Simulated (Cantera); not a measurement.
Cantera run, input and output.

```python
import numpy as np
import cantera as ct

gas = ct.Solution("gri30.yaml")
gas.TPX = 1550, 100000, {'CO': 1, 'H2': 0.95, 'O2': 0.65, 'N2': 6.5}
reactor = ct.IdealGasConstPressureReactor(gas, energy="on", clone=False)
net = ct.ReactorNet([reactor])
net.rtol, net.atol = 1e-08, 1e-16
show = ['CO', 'H2', 'O2', 'NO', 'O', 'H2O2']
times = np.geomspace(9e-06, 0.2, 13)

steps = ct.SolutionArray(gas, extra=["t"])
rows = []
print(f"{'t/s':>10s}{'T/K':>9s}{'P/Pa':>11s}" + "".join(f"{s:>11s}" for s in show))
for t in times:
    while net.time < t:
        t_next = net.step()
        steps.append(gas.state, t=t_next)
    rows.append([np.interp(t, steps.t, y) for y in (steps.T, steps.P, *steps(*show).X.T)])
    print(f"{t:10.3e}{rows[-1][0]:9.1f}{rows[-1][1]:11.4g}" + "".join(f"{x:11.3e}" for x in rows[-1][2:]))
rate = np.gradient(steps.T, steps.t)
print("integrator steps:", len(steps.t))
if steps.T.max() > steps.T[0] + 200:
    print(f"time of steepest temperature rise: {steps.t[rate.argmax()]:.4e} s")
gas.TPX = 1550, 100000, {'CO': 1, 'H2': 0.95, 'O2': 0.65, 'N2': 6.5}
gas.equilibrate("HP")
print(f"equilibrium (HP): T = {gas.T:.1f} K  " + "  ".join(f"{s} {gas[s].X[0]:.3e}" for s in show))
```

Result:

```
       t/s      T/K       P/Pa         CO         H2         O2         NO          O       H2O2
 9.000e-06   1550.0      1e+05  1.099e-01  1.044e-01  7.141e-02  2.225e-13  4.230e-06  1.376e-08
 2.072e-05   1560.8      1e+05  1.088e-01  8.664e-02  6.310e-02  2.034e-08  2.061e-03  2.630e-07
 4.772e-05   1807.0      1e+05  7.632e-02  2.188e-02  1.583e-02  2.086e-05  1.394e-02  3.457e-07
 1.099e-04   2030.5      1e+05  7.139e-02  2.314e-02  1.133e-02  6.403e-05  9.518e-03  1.474e-07
 2.530e-04   2225.0      1e+05  7.012e-02  2.147e-02  7.898e-03  1.232e-04  5.395e-03  7.429e-08
 5.826e-04   2375.6      1e+05  6.709e-02  1.924e-02  4.505e-03  2.302e-04  2.499e-03  4.451e-08
 1.342e-03   2468.3      1e+05  6.436e-02  1.762e-02  2.139e-03  4.095e-04  1.026e-03  3.023e-08
 3.089e-03   2503.3      1e+05  6.326e-02  1.705e-02  1.221e-03  6.446e-04  5.569e-04  2.290e-08
 7.114e-03   2506.0      1e+05  6.325e-02  1.706e-02  1.078e-03  9.777e-04  4.917e-04  2.136e-08
 1.638e-02   2503.6      1e+05  6.342e-02  1.717e-02  1.041e-03  1.379e-03  4.782e-04  2.087e-08
 3.772e-02   2502.4      1e+05  6.351e-02  1.723e-02  1.024e-03  1.576e-03  4.720e-04  2.064e-08
 8.686e-02   2502.3      1e+05  6.352e-02  1.723e-02  1.023e-03  1.592e-03  4.715e-04  2.062e-08
 2.000e-01   2502.3      1e+05  6.352e-02  1.723e-02  1.023e-03  1.592e-03  4.715e-04  2.062e-08
integrator steps: 1352
time of steepest temperature rise: 2.5380e-05 s
equilibrium (HP): T = 2502.3 K  CO 6.352e-02  H2 1.723e-02  O2 1.023e-03  NO 1.592e-03  O 4.715e-04  H2O2 2.062e-08
```

Computed with Cantera and GRI-Mech 3.0 (53 species, 325 reactions).
